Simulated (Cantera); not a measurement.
Standard-state values (1 bar) from the NASA 1993 polynomials, evaluated with Cantera. Values are per mole of reaction as written; species without (g) are pure solids or liquids, kept so even where they would boil at 1 bar.

Problem. Between 300 and 2000 K, where is each reaction favourable under standard conditions?
- 2 B + O2(g) → B2O2(g)
- 4 Li + O2(g) → 2 Li2O
- 0.8 V + O2(g) → 0.4 V2O5

Solution. 
- 2 B + O2(g) → B2O2(g): ΔG° is -464 kJ at 300 K and -502 kJ at 2000 K; it stays negative (K > 1). ΔH° is -468 kJ and ΔS° 17 J/K at 2000 K.
- 4 Li + O2(g) → 2 Li2O: ΔG° is -1124 kJ at 300 K and -678 kJ at 2000 K; it stays negative (K > 1). ΔH° is -1055 kJ and ΔS° -188 J/K at 2000 K.
- 0.8 V + O2(g) → 0.4 V2O5: ΔG° is -567 kJ at 300 K and -322 kJ at 2000 K; it stays negative (K > 1). ΔH° is -574 kJ and ΔS° -126 J/K at 2000 K.
